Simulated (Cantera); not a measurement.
A Cantera script and what it prints.

```python
import numpy as np
import cantera as ct

gas_names = """
    C CH CH2 CH3 CH2OH CH3O CH4 CH3OH CO COS CO2 COOH CS CS2 C2 C2H CHCO,ketyl C2H2,acetylene
    C2H2,vinylidene CH2CO,ketene C2H3,vinyl CH3CO,acetyl C2H4 C2H4O,ethylen CH3CHO,ethanal CH3COOH
    (HCOOH)2 C2H5 C2H6 CH3OCH3 C2H5OH C2O C3 C3H3,propargyl C3H4,allene C3H4,propyne C3H4,cyclo-
    C3H5,allyl C3H6,propylene C3H6,cyclo- C3H6O C3H7,n-propyl C3H7,i-propyl C3H8 C3H8O,1propanol
    C3H8O,2propanol C3O2 C4 C4H2 C4H4,1,3-cyclo- C4H6,butadiene C4H6,2-butyne C4H6,cyclo- C4H8,1-butene
    C4H8,cis2-buten C4H8,tr2-butene C4H8,isobutene C4H8,cyclo- (CH3COOH)2 C4H9,n-butyl C4H9,i-butyl
    C4H9,s-butyl C4H9,t-butyl C4H10,isobutane C4H10,n-butane C5 C5H6,1,3cyclo- C5H8,cyclo-
    C5H10,1-pentene C5H10,cyclo- C5H11,pentyl C5H11,t-pentyl C5H12,n-pentane C5H12,i-pentane
    CH3C(CH3)2CH3 C6H2 C6H5,phenyl C6H5O,phenoxy C6H6 C6H5OH,phenol C6H10,cyclo- C6H12,1-hexene
    C6H12,cyclo- C6H13,n-hexyl C7H7,benzyl C7H8 C7H8O,cresol C7H14,1-heptene C7H15,n-heptyl
    C7H16,n-heptane C8H8,styrene C8H10,ethylbenz C8H16,1-octene C8H17,n-octyl C8H18,isooctane
    C8H18,n-octane C9H19,n-nonyl C10H8,naphthale C10H21,n-decyl C12H9,o-bipheny C12H10,bipheny H HCO HO2
    H2 HCHO,formaldehy HCOOH H2O H2O2 H2S H2SO4 Mg MgH MgO MgOH MgO2H2 MgS Mg2 O OH O2 O3 S SH SO SO2
    SO3 S2 S2O S8
""".split()
cond_names = """
    C(gr) C6H6(L) C7H8(L) C8H18(L),n-octa H2O(s) H2O(L) H2SO4(L) Mg(cr) Mg(L) MgCO3(s) MgO(s) MgO(L)
    MgO2H2(s) MgS(s) MgSO4(s) MgSO4(L) S(cr1) S(cr2) S(L)
""".split()


def load(file, names, dense=False):
    # The tables refer to 1 bar. Condensed volumes are neglected.
    table = {s.name: s for s in ct.Species.list_from_file(file)}
    out = []
    for n in names:
        d = dict(table[n].input_data)
        d["thermo"] = dict(d["thermo"], **{"reference-pressure": 1e5})
        if dense:
            d["equation-of-state"] = {"model": "constant-volume", "density": "1e6 g/cm^3"}
        out.append(ct.Species.from_dict(d))
    return out


gas = ct.Solution(thermo="ideal-gas", species=load("nasa_gas.yaml", gas_names))
cond = {s.name: ct.Solution(thermo="fixed-stoichiometry", species=[s], name=s.name)
        for s in load("nasa_condensed.yaml", cond_names, dense=True)}
atoms = {
    'MgSO4': {'Mg': 1, 'S': 1, 'O': 4},
    'C': {'C': 1},
    'H2': {'H': 2},
}
top_T = {'C(gr)': 4500, 'MgS(s)': 2250}  # K; cautious upper limits of use, not melting points


def equilibrate(T, P, feed):
    n = {}
    for name, mol in feed.items():
        for a, k in atoms[name].items():
            n[a] = n.get(a, 0.0) + k * mol
    gas.TPX = T, P, n
    mass = sum(n.values()) * gas.mean_molecular_weight
    gas.equilibrate("TP")
    valid = [c for c in cond.values() if c.min_temp <= T <= top_T.get(c.name, c.max_temp)]
    mix = ct.Mixture([(gas, mass / gas.mean_molecular_weight)] + [(c, 0.0) for c in valid])
    mix.T, mix.P = T, P
    mix.equilibrate("TP", solver="vcs", rtol=1e-11, max_steps=5000)
    return mix


results = []
feed = {'MgSO4': 1, 'C': 0.18, 'H2': 0.018}  # mol
P = 19  # Pa
for T in [1248, 1323, 1398, 1473, 1548, 1623, 1698, 1773, 1848, 1923, 1998, 2073]:
    mix = equilibrate(T, P, feed)
    results.append((T, P, feed, dict(zip(mix.species_names, mix.species_moles))))

top = {s: max(r[3][s] / sum(r[3][g] for g in gas_names) for r in results) for s in gas_names}
cols = sorted((s for s in top if top[s] > 0.0001), key=lambda s: -top[s])[:6]
seen = [c for c in cond_names if any(r[3].get(c, 0) > 1e-12 for r in results)]
print("log10 of partial pressures in bar; condensed amounts in mol")
print(f"{'T/K':>10s}" + "".join(f"{s[:9]:>10s}" for s in cols + seen))
for T, P, feed, n in results:
    ng = sum(n[g] for g in gas_names)
    print(f"{T:10.4g}" + "".join(f"{np.log10(max(n[s] / ng * P / 1e5, 1e-99)):10.3f}" for s in cols)
          + "".join(f"{n.get(c, 0):10.4g}" for c in seen))
```

It prints:

```
log10 of partial pressures in bar; condensed amounts in mol
       T/K       SO2        O2       CO2         O        CO        SO    MgO(s)
      1248    -3.900    -4.408    -4.645    -9.381    -9.727   -10.275         1
      1323    -3.900    -4.408    -4.645    -8.779    -9.060    -9.558         1
      1398    -3.900    -4.407    -4.645    -8.241    -8.464    -8.918         1
      1473    -3.900    -4.407    -4.645    -7.758    -7.930    -8.343         1
      1548    -3.900    -4.408    -4.645    -7.321    -7.449    -7.825         1
      1623    -3.900    -4.408    -4.647    -6.925    -7.014    -7.354         1
      1698    -3.901    -4.408    -4.650    -6.563    -6.619    -6.926         1
      1773    -3.903    -4.408    -4.657    -6.232    -6.263    -6.535         1
      1848    -3.906    -4.409    -4.671    -5.927    -5.943    -6.178    0.9998
      1923    -3.913    -4.408    -4.697    -5.645    -5.663    -5.852     0.999
      1998    -3.926    -4.407    -4.743    -5.385    -5.425    -5.559    0.9943
      2073    -3.955    -4.404    -4.820    -5.141    -5.241    -5.304    0.9712
```

Equilibrium computed with Cantera from the NASA thermochemical tables; the gas is ideal and each condensed phase is pure.
